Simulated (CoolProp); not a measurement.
Vapour-liquid equilibrium of propylene (1) + n-hexane (2) at 155 kPa; x and y are mole fractions of (1).

The numbers come from the multi-fluid Helmholtz-energy mixture model, Lemmon 2013 and Thol 2019; pair parameters Bell 2016 in CoolProp.

**Question.** Give the bubble temperature and the first vapour's composition at x = 0.25, 0.45, 0.75. Is there an azeotrope?

**Answer.** x = 0.25: -1.9 °C, y = 0.969; x = 0.45: -16.2 °C, y = 0.989; x = 0.75: -29.9 °C, y = 0.998. No azeotrope shows between x = 0.05 and 0.95.

The pair parameters rest on a limited set of measurements; away from them the model extrapolates. The gap from Raoult's law changes sign with composition, which may be real or a fault of the pair parameters; it wasn't checked against measurements.
